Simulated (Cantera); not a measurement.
Input: 1 mol Fe3O4, 1.2 mol CO, 0.32 mol CH4.

These are equilibrium values from Cantera (NASA tables, ideal gas, pure condensed phases), not measurements of a reactor. Candidate condensed phases: C, C6H6, C7H8, C8H18, Fe, Fe(CO)5, FeO, Fe(OH)2, Fe(OH)3, Fe2O3, Fe3O4, H2O; 114 gas species. The tables' stoichiometric FeO is somewhat more stable than real wüstite, so its field is too wide. FeO: taken at fixed stoichiometry. Kinetics and transport are ignored.

Stable condensed phases, one row left out:

```
T in °C \ P in Pa
              10      52     270    1400    7200   37000  190000 1000000
   2175        A       A       A       B       B       B       B       B
   2025        A       A       B       B       B       B       B       B
   1725        B       B       B       B       B       B       B       B
   1575        B       B       B       B       B       B       B       B
   1425        B       B       B       B       B       B       B       B
   1275        B       B       B       B       B       B       B       B
   1125        B       B       B       B       B       B       B       B
    975        B       B       B       B       B       B       B       B
    825        B       B       B       B       B       B       B       B
```

A: gas only; B: FeO.

Problem. Give the row for 1875 °C.

Solution. 10: gas only; 52: FeO; 270: FeO; 1400: FeO; 7200: FeO; 37000: FeO; 190000: FeO; 1000000: FeO.
